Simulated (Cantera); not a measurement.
Feed: 1 mol SiH2Cl2, 7.1 mol N2O, 26 mol N2, at 1073.15 K and 15.0 Torr.

These are equilibrium values from Cantera (NASA tables, ideal gas, pure condensed phases), not measurements of a reactor. Candidate condensed phases: H2O, NH4Cl, Si, SiO2, Si2N2O, Si3N4; 47 gas species. The numbers say what is thermodynamically allowed, not how fast it happens.

Base state: N2 0.881, O2 0.0658, HCl 0.0451, H2O 0.00404, Cl2 0.00381, Cl 0.000470, NO 3.92e-5 (mole fractions); condensed: SiO2(β-quartz).

**Question.** What changes in the equilibrium state with this change: temperature from 1073.15 K to 1575 K?

**Answer.** 
```csv
species,before,after
N2,0.881,0.876
O2,0.0658,0.0641
HCl,0.0451,0.0415
Cl,0.000470,0.0109
O,2.27e-9,1.92e-5
OH,1.74e-7,6.88e-5
"SiO2(β-quartz), mol",1.00,1.00
```
The tables hold silica as quartz up to 1696 K and as liquid above; real silica turns to tridymite and cristobalite and melts near 1996 K.

**Question.** What changes in the equilibrium state with this change: temperature from 1073.15 K to 1273.15 K?

**Answer.** 
```csv
species,before,after
N2,0.881,0.879
O2,0.0658,0.0660
HCl,0.0451,0.0466
Cl,0.000470,0.00290
Cl2,0.00381,0.00179
NO,3.92e-5,0.000196
H2O,0.00404,0.00324
"SiO2(β-quartz), mol",1.00,1.00
```
The tables hold silica as quartz up to 1696 K and as liquid above; real silica turns to tridymite and cristobalite and melts near 1996 K.

**Question.** What changes in the equilibrium state with this change: N2O from 7.1 to 0.25 mol?

**Answer.** 
```json
[
 {"species": "N2", "before": "0.881", "after": "0.933"},
 {"species": "HCl", "before": "0.0451", "after": "0.0524"},
 {"species": "H2", "before": "<1e-9", "after": "0.00998"},
 {"species": "O2", "before": "0.0658", "after": "<1e-9"},
 {"species": "SiCl4", "before": "<1e-9", "after": "0.00496"},
 {"species": "H2O", "before": "0.00404", "after": "<1e-9"},
 {"species": "Cl2", "before": "0.00381", "after": "<1e-9"},
 {"species": "SiO2(β-quartz), mol", "before": "1.00", "after": "0"},
 {"species": "Si2N2O(s), mol", "before": "0", "after": "0.250"},
 {"species": "Si3N4(s), mol", "before": "0", "after": "0.121"}
]
```
Mutual solubility and eutectic melting of coexisting phases are not modelled. The tables' values for SiCl3 are old estimates; treat these amounts as uncertain.
